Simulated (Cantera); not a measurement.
Input: 1 mol (CH₃)₂SiCl₂, 0.017 mol C₂H₄, 990 mol H₂, at 3000 Pa.

Equilibrium computed with Cantera from the NASA thermochemical tables; the gas is ideal and each condensed phase is pure. Candidate condensed phases: C, C₆H₆, C₇H₈, C₈H₁₈, Si, SiC; 109 gas species. The feed counts by its element totals alone. Rates play no part.

Task: Which condensed phases are stable at each of these points (T (K)): 1350, 1425, 1500, 1575, 1650, 1725, 1800, 1875, 1950, 2025?

Result: 
```
T (K)      condensed phases  Si condensed (%)
-----  --------------------  ----------------
1350   C(graphite) + SiC(s)             100.0
1425   C(graphite) + SiC(s)             100.0
1500   C(graphite) + SiC(s)             100.0
1575   C(graphite) + SiC(s)             100.0
1650   C(graphite) + SiC(s)             100.0
1725   C(graphite) + SiC(s)              99.9
1800   C(graphite) + SiC(s)              99.6
1875   C(graphite) + SiC(s)              98.6
1950                 SiC(s)              95.2
2025                 SiC(s)              81.7
```

From 1350 K to 1875 K the condensed part is C(graphite) + SiC(s). From 1950 K to 2025 K the condensed part is SiC(s).
